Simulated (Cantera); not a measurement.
An isothermal, constant-pressure homogeneous reactor starts with CH₄ : H₂ : CO₂ = 0.044 : 1 : 0.0072 (molar parts), at 2150 K and 34.5 Torr. Integrator tolerance rtol = 1e-08.

Computed with Cantera and GRI-Mech 3.0 (53 species, 325 reactions). GRI-Mech 3.0 stops at C3 and has no aromatics, soot or wall deposition, so with more carbon than oxygen in the feed, carbon stays in small species such as C2H2 where larger ones or solid carbon would form. Radical loss at walls, strong at low pressure, is not modelled.

Problem. What does this change do: temperature 2150 to 1275 K?

Solution. 
```
quantity                                             before                                     after
----------------  -----------------------------------------  ----------------------------------------
x(CH₄) at 200 s     3.63e-5 (gas-phase equilibrium 3.64e-5)     0.0409 (gas-phase equilibrium 0.0293)
x(H₂) at 200 s          0.951 (gas-phase equilibrium 0.951)       0.947 (gas-phase equilibrium 0.955)
x(CO₂) at 200 s   3.34e-11 (gas-phase equilibrium 3.35e-11)  0.00175 (gas-phase equilibrium 7.53e-10)
x(C₂H₂) at 200 s      0.0165 (gas-phase equilibrium 0.0165)  0.000376 (gas-phase equilibrium 0.00214)
x(H₂O) at 200 s     1.25e-8 (gas-phase equilibrium 1.26e-8)   0.00509 (gas-phase equilibrium 8.89e-8)
x(C₂H₄) at 200 s    2.22e-6 (gas-phase equilibrium 2.22e-6)  7.47e-5 (gas-phase equilibrium 0.000375)
```
